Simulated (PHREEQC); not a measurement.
## Ultrapure water in contact with air or piping: speciation

A made-up water analysis in mg/kgw, 20 °C, pH 5.9, pe -1.6: Na 0.0663; K 0.000622; Ca 0.0148; Mg 0.015; Cl 0.0235; S(6) as SO4 0.111; Alkalinity as HCO3 0.117; Mn(2) 0.000494.

Na is adjusted to close the charge balance.
Valence states are taken as typed.

Computed with PHREEQC (ion-association model, phreeqc.dat).

Precipitation was switched off in this run.

Question: What ionic strength does the model give?

Answer: ionic strength 8.30e-6 mol/kgw.

Question: In which forms is C present?

Answer: CO2 75 %, HCO3- 25 % of the C.
